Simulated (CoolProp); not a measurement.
A closed Brayton cycle with carbon dioxide: compressor inlet 314.15 K and 8.4 MPa, high pressure 25.5 MPa, turbine inlet 650 K, compressor efficiency 0.89, turbine efficiency 0.93, recuperator effectiveness 0.9 (on enthalpy, no pinch check). Each further row changes one setting.

Model: reference Helmholtz-energy equation of state, Span 1996, in CoolProp.

| case | thermal efficiency (%) | net work (kJ/kg) | compressor to turbine work | compressor exit (K) | turbine exit (K) |
|---|---|---|---|---|---|
| as stated | 29.5 | 67.7 | 0.39 | 388.3 | 530.7 |
| turbine inlet 600 K | 26.3 | 56.1 | 0.44 | 388.3 | 485.4 |
| compressor inlet 324.15 K | 27.2 | 56.6 | 0.49 | 414.2 | 530.7 |
| high pressure 21.7 MPa | 28.9 | 61.5 | 0.37 | 377.4 | 547.7 |
| recuperator effectiveness 0.5 | 22.8 | 67.7 | 0.39 | 388.3 | 530.7 |
